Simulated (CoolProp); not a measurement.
Vapour-liquid equilibrium of R113 (1) + benzene (2) at 347.3 K; x and y are mole fractions of (1).

The numbers come from the multi-fluid Helmholtz-energy mixture model, Marx 1992 and Thol 2012; pair parameters Bell 2016 in CoolProp.

| x | bubble pressure, mixture model (bar) | bubble pressure, Raoult's law (bar) | y, mixture model | y, Raoult's law |
|---|---|---|---|---|
| 0.05 | 0.9905 | 0.9124 | ? | 0.124 |
| 0.125 | ? | 1.019 | ? | 0.277 |
| 0.2 | 1.326 | 1.125 | 0.468 | 0.402 |
| 0.275 | 1.453 | 1.232 | 0.548 | 0.505 |
| 0.35 | 1.563 | 1.338 | ? | 0.591 |
| 0.425 | 1.661 | 1.445 | 0.663 | 0.665 |
| 0.5 | ? | 1.552 | 0.711 | 0.729 |
| 0.575 | 1.835 | 1.658 | 0.755 | 0.784 |
| 0.65 | ? | 1.765 | 0.797 | 0.833 |
| 0.725 | ? | 1.871 | 0.839 | 0.876 |
| 0.8 | 2.068 | 1.978 | 0.882 | 0.915 |
| 0.875 | 2.142 | 2.084 | 0.925 | 0.950 |
| 0.95 | 2.214 | 2.191 | 0.969 | 0.981 |

Task: Complete the blanks.

Result: 
- 0.05, y, mixture model: 0.187
- 0.125, bubble pressure, mixture model (bar): 1.175
- 0.125, y, mixture model: 0.358
- 0.35, y, mixture model: 0.610
- 0.5, bubble pressure, mixture model (bar): 1.750
- 0.65, bubble pressure, mixture model (bar): 1.915
- 0.725, bubble pressure, mixture model (bar): 1.993

The largest gap from Raoult's law is +17.9 % in bubble pressure, at x = 0.275. No azeotrope shows between x = 0.05 and 0.95.

Pair parameters are fitted to limited data, so mixtures are less certain than the pure fluids.
